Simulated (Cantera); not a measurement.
A freely propagating, adiabatic, planar premixed flame of 4.19 % C₃H₈, 17.5 % O₂, 65.8 % N₂, 12.6 % CO₂, equivalence ratio 1.2, unburnt at 675 K and 255 Torr; mixture-averaged transport, grid criteria slope 0.08 and curve 0.16, no radiation.

Computed with Cantera and GRI-Mech 3.0 (53 species, 325 reactions). GRI-Mech 3.0 was tuned for natural gas; its chemistry of propane as a main component is partial and can be far from experiment. Burning velocities carry a grid error of a few per cent, more on coarse grids.

### Question
Predict: laminar burning velocity; thermal thickness; peak x(H₂); peak x(HCO).

### Answer
```json
{
 "laminar_burning_velocity": "134 cm/s",
 "thermal_thickness": "0.909 mm",
 "peak x(H₂)": "0.0286",
 "peak x(HCO)": "8.77e-5"
}
```
